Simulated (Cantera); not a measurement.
# Tantalum, niobium, vanadium and zirconium in process gases: V + O₂ + N₂

A closed system holds: 1 mol V, 0.47 mol O₂, 4.3 mol N₂, equilibrated at 10.0 Torr.

Cantera equilibrium calculation (NASA polynomials, part measured and part estimated; ideal gas, pure solids and liquids). Candidate condensed phases: V, VN, VO, V₂O₃, V₂O₄, V₂O₅; 13 gas species. Each liquid is taken as pure. Mutual solubility and eutectic melting of coexisting phases are not modelled. VN, VO: taken at fixed stoichiometry. Condensed phases not in the tables: the oxides between V₂O₃ and V₂O₅ other than VO₂, solid solutions among these carbides, nitrides and lower oxides, V₂N, N, O or C dissolved in the metal. Equilibrium is a limit: real reactors are often held back by kinetics, nucleation or transport.

```tsv
T (°C)	x N₂	x VO	x V	x VO₂	x O	x NO	x VN	n VN(s)	n V₂O₃(s)	n VO(s)	n VO(l)	n V(s)	n V(l)
1000	1.00	1.12e-12	<1e-12	2.47e-11	<1e-12	<1e-12	<1e-12	0.373	0.313	0	0	0	0
1100	1.00	6.30e-11	<1e-12	6.91e-10	<1e-12	9.64e-12	<1e-12	0.373	0.313	0	0	0	0
1200	1.00	1.82e-9	1.36e-11	9.88e-9	<1e-12	6.92e-11	<1e-12	0.0600	0	0.940	0	0	0
1300	1.00	2.87e-8	5.69e-10	7.10e-8	6.98e-12	3.26e-10	<1e-12	0.0600	0	0.940	0	0	0
1400	1.000	3.20e-7	1.51e-8	3.96e-7	5.74e-11	1.27e-9	2.72e-12	0.0600	0	0.940	0	0	0
1500	1.000	2.69e-6	2.75e-7	1.79e-6	3.71e-10	4.25e-9	4.99e-11	0.0600	0	0.940	0	0	0
1600	1.000	1.77e-5	3.65e-6	6.77e-6	1.96e-9	1.24e-8	6.65e-10	0.0600	0	0.940	0	0	0
1700	1.000	9.54e-5	3.70e-5	2.21e-5	8.72e-9	3.24e-8	6.76e-9	0.0599	0	0.939	0	0	0
1800	0.999	0.000425	0.000298	6.13e-5	3.30e-8	7.57e-8	5.46e-8	0.0590	0	0	0.938	0	0
1900	0.997	0.00144	0.00191	0.000122	9.99e-8	1.48e-7	3.49e-7	0	0	0	0.933	0.0523	0
2000	0.989	0.00433	0.00615	0.000382	4.62e-7	4.56e-7	1.12e-6	0	0	0	0.918	0	0.0349
2100	0.972	0.0119	0.0149	0.00130	2.26e-6	1.53e-6	2.68e-6	0	0	0	0.876	0	0
2200	0.944	0.0297	0.0199	0.00669	1.63e-5	7.76e-6	3.53e-6	0	0	0	0.743	0	0
2300	0.874	0.0691	0.0347	0.0225	7.50e-5	2.52e-5	5.92e-6	0	0	0	0.378	0	0
```
x: gas mole fraction; n: condensed amount in mol.

From 1000 °C to 1100 °C the condensed part is VN(s) + V₂O₃(s). From 1200 °C to 1700 °C the condensed part is VN(s) + VO(s). At 1800 °C the condensed part is VN(s) + VO(l). At 1900 °C the condensed part is V(s) + VO(l). At 2000 °C the condensed part is V(l) + VO(l). From 2100 °C to 2300 °C the condensed part is VO(l).
